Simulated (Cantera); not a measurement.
A perfectly stirred reactor is fed with 0.477 % CO, 1.66 % O2, 0.195 % H2O, 97.4 % N2, 0.224 % H2, equivalence ratio 0.21, at 1.00 atm; it is held at 1348 K, and followed from long to short residence time.

Cantera simulation using GRI-Mech 3.0 (53 species, 325 reactions); the numbers are that mechanism's predictions, not measurements.

x: mole fraction; the columns are a selection and need not sum to one.

```json
[
 {"τ (s)": "1.8", "x CO": "4.10e-5", "x O2": "0.0131", "x H2O": "0.00419", "x CO2": "0.00475", "x HO2": "2.54e-7"},
 {"τ (s)": "0.82", "x CO": "6.97e-5", "x O2": "0.0131", "x H2O": "0.00418", "x CO2": "0.00472", "x HO2": "3.92e-7"},
 {"τ (s)": "0.38", "x CO": "0.000116", "x O2": "0.0131", "x H2O": "0.00418", "x CO2": "0.00467", "x HO2": "5.78e-7"},
 {"τ (s)": "0.18", "x CO": "(withheld)", "x O2": "0.0132", "x H2O": "0.00416", "x CO2": "0.00460", "x HO2": "(withheld)"},
 {"τ (s)": "0.082", "x CO": "0.000315", "x O2": "0.0132", "x H2O": "0.00414", "x CO2": "0.00448", "x HO2": "1.11e-6"},
 {"τ (s)": "0.038", "x CO": "0.000508", "x O2": "0.0133", "x H2O": "0.00412", "x CO2": "0.00428", "x HO2": "1.45e-6"},
 {"τ (s)": "0.018", "x CO": "0.000791", "x O2": "0.0134", "x H2O": "0.00407", "x CO2": "0.00400", "x HO2": "1.79e-6"},
 {"τ (s)": "0.0081", "x CO": "0.00122", "x O2": "0.0136", "x H2O": "0.00401", "x CO2": "0.00356", "x HO2": "2.16e-6"},
 {"τ (s)": "0.0038", "x CO": "(withheld)", "x O2": "0.0139", "x H2O": "0.00392", "x CO2": "(withheld)", "x HO2": "(withheld)"},
 {"τ (s)": "0.0017", "x CO": "0.00247", "x O2": "0.0142", "x H2O": "0.00378", "x CO2": "0.00231", "x HO2": "2.80e-6"},
 {"τ (s)": "0.00081", "x CO": "0.00314", "x O2": "0.0145", "x H2O": "0.00361", "x CO2": "0.00164", "x HO2": "3.05e-6"}
]
```

Q: Complete the blanks.

A: 
- 0.18, x CO: 0.000190
- 0.18, x HO2: 8.12e-7
- 0.0038, x CO: 0.00177
- 0.0038, x CO2: 0.00301
- 0.0038, x HO2: 2.49e-6
